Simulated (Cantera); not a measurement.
Input: 1 mol Pb, 2.2 mol NH3, 5.5 mol N2, held at 1 atm.

Method: chemical equilibrium by Gibbs-energy minimisation in Cantera with the NASA 1993 tables (ideal gas, pure condensed phases). Candidate condensed phases: Pb; 11 gas species. Equilibrium is a limit: real reactors are often held back by kinetics, nucleation or transport.

Question: What share of the Pb ends up in condensed phases as a function of T (K), at 650, 750, 850, 950, 1050, 1150, 1250, 1350, 1450, 1550, 1650, 1750, 1850, 1950?

Answer: 
```tsv
T (K)	Pb condensed (%)	as
650	100.0	Pb(l)
750	100.0	Pb(l)
850	100.0	Pb(l)
950	100.0	Pb(l)
1050	100.0	Pb(l)
1150	99.7	Pb(l)
1250	98.7	Pb(l)
1350	95.2	Pb(l)
1450	85.2	Pb(l)
1550	60.2	Pb(l)
1650	1.8	Pb(l)
1750	0.0	-
1850	0.0	-
1950	0.0	-
```
